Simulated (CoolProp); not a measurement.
Vapour-liquid equilibrium of cyclohexane (1) + n-nonane (2) at 467.1 K; x and y are mole fractions of (1).

Model: multi-fluid Helmholtz-energy mixture model, Zhou 2014 and Lemmon 2006; pair parameters Bell 2016, in CoolProp.

| x | bubble pressure (MPa) | y at the bubble point | dew pressure at overall composition x (MPa) | liquid density (mol/L) |
|---|---|---|---|---|
| 0.05 | 0.3221 | 0.156 | 0.2929 | 4.503 |
| 0.15 | 0.4032 | 0.374 | 0.3203 | 4.682 |
| 0.25 | 0.4842 | 0.524 | 0.3530 | 4.876 |
| 0.35 | 0.5672 | 0.635 | 0.3924 | 5.086 |
| 0.45 | 0.6538 | 0.723 | 0.4408 | 5.314 |
| 0.55 | 0.7451 | 0.795 | 0.5016 | 5.561 |
| 0.65 | 0.8417 | 0.855 | 0.5801 | 5.828 |
| 0.75 | 0.9440 | 0.905 | 0.6850 | 6.119 |
| 0.85 | 1.052 | 0.948 | 0.8326 | 6.436 |
| 0.95 | 1.164 | 0.984 | 1.057 | 6.780 |

No azeotrope shows between x = 0.05 and 0.95.

The pair parameters rest on a limited set of measurements; away from them the model extrapolates.
